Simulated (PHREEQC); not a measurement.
A made-up water analysis in mmol/kgw, 25 °C, pH 6.61, pe 11.5:

| constituent | mmol/kgw |
|---|---|
| Na | 0.142 |
| K | 0.0167 |
| Ca | 0.00191 |
| Mg | 0.0136 |
| Cl | 0.107 |
| S(6) | 0.0192 |
| Alkalinity (meq/kgw) | 0.0422 |
| Ni | 2.05e-05 |
| F | 0.000255 |
| Ba | 0.0057 |

Valence states are taken as typed.

Model: ion-association model, wateq4f.dat, run in PHREEQC.

```yaml
ionic_strength: 0.000235 mol/kgw
charge_balance_error: 3.4 %
```

```json
[
 {"species": "Na+", "molality": "0.000142", "activity": "0.000140", "log γ": "-0.008"},
 {"species": "Cl-", "molality": "0.000107", "activity": "0.000105", "log γ": "-0.008"},
 {"species": "HCO3-", "molality": "4.24e-5", "activity": "4.16e-5", "log γ": "-0.008"},
 {"species": "CO2", "molality": "2.30e-5", "activity": "2.30e-5", "log γ": "0.000"},
 {"species": "SO4-2", "molality": "1.91e-5", "activity": "1.78e-5", "log γ": "-0.030"},
 {"species": "K+", "molality": "1.67e-5", "activity": "1.64e-5", "log γ": "-0.008"},
 {"species": "Mg+2", "molality": "1.35e-5", "activity": "1.26e-5", "log γ": "-0.030"},
 {"species": "Ba+2", "molality": "5.65e-6", "activity": "5.27e-6", "log γ": "-0.030"},
 {"species": "Ca+2", "molality": "1.90e-6", "activity": "1.77e-6", "log γ": "-0.030"},
 {"species": "F-", "molality": "2.55e-7", "activity": "2.50e-7", "log γ": "-0.008"},
 {"species": "H+", "molality": "2.50e-7", "activity": "2.46e-7", "log γ": "-0.007"},
 {"species": "MgSO4", "molality": "5.26e-8", "activity": "5.26e-8", "log γ": "0.000"},
 {"species": "BaSO4", "molality": "4.70e-8", "activity": "4.70e-8", "log γ": "0.000"},
 {"species": "OH-", "molality": "4.15e-8", "activity": "4.08e-8", "log γ": "-0.008"},
 {"species": "Ni+2", "molality": "1.93e-8", "activity": "1.79e-8", "log γ": "-0.031"},
 {"species": "NaSO4-", "molality": "1.27e-8", "activity": "1.24e-8", "log γ": "-0.008"}
]
```

Precipitation was switched off in this run.
